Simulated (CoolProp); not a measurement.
Properties of R11 along the isotherm 500 K (Tc = 471.1 K, pc = 4.408 MPa, ω = 0.189).

Values from CoolProp's reference Helmholtz-energy equation of state, Jacobsen 1992.

| p (MPa) | phase | density (kg/m³) | speed of sound (m/s) | Joule-Thomson coefficient (K/MPa) |
|---|---|---|---|---|
| 2.2 | gas | 85.92 | 159.5 | 11.09 |
| 4.41 | supercritical | 229.8 | 129.0 | 13.60 |
| 6.61 | supercritical | 618.1 | 128.0 | 7.907 |
| 8.82 | supercritical | 824.1 | 202.3 | 2.715 |
| 11 | supercritical | 902.2 | 253.4 | 1.529 |
| 13.2 | supercritical | 952.3 | 292.7 | 0.9903 |
| 15.4 | supercritical | 989.5 | 324.9 | 0.6793 |
| 17.6 | supercritical | 1019 | 352.5 | 0.4744 |
| 19.8 | supercritical | 1045 | 376.7 | 0.3281 |
| 22 | supercritical | 1067 | 398.6 | 0.2178 |
